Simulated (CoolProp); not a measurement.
Vapour-liquid equilibrium of hydrogen sulfide (1) + n-hexane (2) at 0.95 °C; x and y are mole fractions of (1).

Computed with CoolProp (multi-fluid Helmholtz-energy mixture model, Lemmon 2006 and Thol 2019; pair parameters Kunz 2012).

| x | bubble pressure (kPa) | y at the bubble point | dew pressure at overall composition x (kPa) | liquid density (mol/L) |
|---|---|---|---|---|
| 0.05 | 106.1 | 0.940 | 6.690 | 7.844 |
| 0.15 | 297.3 | 0.979 | 7.481 | 8.043 |
| 0.25 | 447.9 | 0.987 | 8.482 | 8.483 |
| 0.35 | 556.1 | 0.990 | 9.790 | 9.162 |
| 0.45 | 635.7 | 0.991 | 11.57 | 10.11 |
| 0.55 | 702.0 | 0.993 | 14.14 | 11.37 |
| 0.65 | 766.2 | 0.994 | 18.18 | 13.05 |
| 0.75 | 835.6 | 0.995 | 25.43 | 15.28 |
| 0.85 | 914.3 | 0.997 | 42.33 | 18.21 |
| 0.95 | 1007 | 0.999 | 126.2 | 22.06 |

No azeotrope shows between x = 0.05 and 0.95.

Pair parameters are fitted to limited data, so mixtures are less certain than the pure fluids. With so large a gap from Raoult's law the liquid may split in two, which this calculation doesn't test in full.
